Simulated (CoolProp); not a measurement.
Properties of n-perfluorohexane along the isotherm 176.85 °C.

Computed with CoolProp (reference Helmholtz-energy equation of state, Gao 2022).

```
p (bar)          phase  cp (kJ/(kg K))  cv (kJ/(kg K))  speed of sound (m/s)  fugacity coefficient
-------  -------------  --------------  --------------  --------------------  --------------------
0.551              gas           1.009          0.9832                 105.4                0.9891
0.979              gas           1.011          0.9838                 104.5                0.9807
1.74               gas           1.014          0.9850                 103.0                0.9657
3.1                gas           1.021          0.9872                 99.98                0.9392
5.51               gas           1.037          0.9916                 94.23                0.8925
9.79               gas           1.088           1.002                 81.95                0.8103
17.4               gas           2.640           1.054                 44.05                0.6590
31       supercritical           1.358           1.039                 129.1                     …
55.1     supercritical               …           1.028                 196.6                     …
97.9     supercritical           1.201               …                 269.3                0.2212
174      supercritical               …               …                 353.9                     …
```

### Question
What belongs in the gaps?

### Answer

- 31, fugacity coefficient: 0.4227
- 55.1, cp (kJ/(kg K)): 1.247
- 55.1, fugacity coefficient: 0.2879
- 97.9, cv (kJ/(kg K)): 1.022
- 174, cp (kJ/(kg K)): 1.175
- 174, cv (kJ/(kg K)): 1.019
- 174, fugacity coefficient: 0.2085
